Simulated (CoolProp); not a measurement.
Computed with CoolProp (reference Helmholtz-energy equation of state, Zhou 2011).

Task: For dimethyl carbonate, give the phase and the cp (kJ/(kg K)), cv (kJ/(kg K)), Joule-Thomson coefficient (K/MPa) at 365.5 K and 0.548 bar.

Result: 
- 365.5 K and 0.548 bar: gas; cp 1.36, cv 1.26, Joule-Thomson coefficient 23.0
